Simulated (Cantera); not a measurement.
Charge: 1 mol C₂F₆, 0.0071 mol CH₄, 12 mol H₂, held at 2873 K and 52.0 Pa.

Cantera equilibrium calculation (NASA polynomials, part measured and part estimated; ideal gas, pure solids and liquids). Candidate condensed phases: C, C₆H₆, C₇H₈, C₈H₁₈; 95 gas species. The feed counts by its element totals alone. The numbers say what is thermodynamically allowed, not how fast it happens.

Base state: H 0.701, HF 0.207, F 0.0305, H₂ 0.0231, C₃ 0.0182, C 0.0138, C₂ 0.00360, CF 0.00134 (mole fractions); condensed: gas only.

Question: What changes in the equilibrium state with this change: temperature from 2873 K to 1823.15 K?

Answer: 
```json
[
 {"species": "H₂", "before": "0.0231", "after": "0.589"},
 {"species": "HF", "before": "0.207", "after": "0.397"},
 {"species": "H", "before": "0.701", "after": "0.0146"},
 {"species": "C₃", "before": "0.0182", "after": "<1e-9"},
 {"species": "C", "before": "0.0138", "after": "<1e-9"},
 {"species": "F", "before": "0.0305", "after": "1.84e-6"},
 {"species": "C₂", "before": "0.00360", "after": "<1e-9"},
 {"species": "CF", "before": "0.00134", "after": "3.26e-9"},
 {"species": "C₅", "before": "5.56e-5", "after": "<1e-9"},
 {"species": "C(graphite), mol", "before": "0", "after": "2.00"}
]
```

Question: What changes in the equilibrium state with this change: temperature from 2873 K to 698.15 K?

Answer: 
```csv
species,before,after
H₂,0.0231,0.598
HF,0.207,0.400
CH₄,<1e-9,0.00164
H,0.701,<1e-9
F,0.0305,<1e-9
C₃,0.0182,<1e-9
C,0.0138,<1e-9
C₂,0.00360,<1e-9
CF,0.00134,<1e-9
C₂H,0.00105,<1e-9
"C(graphite), mol",0,1.98
```
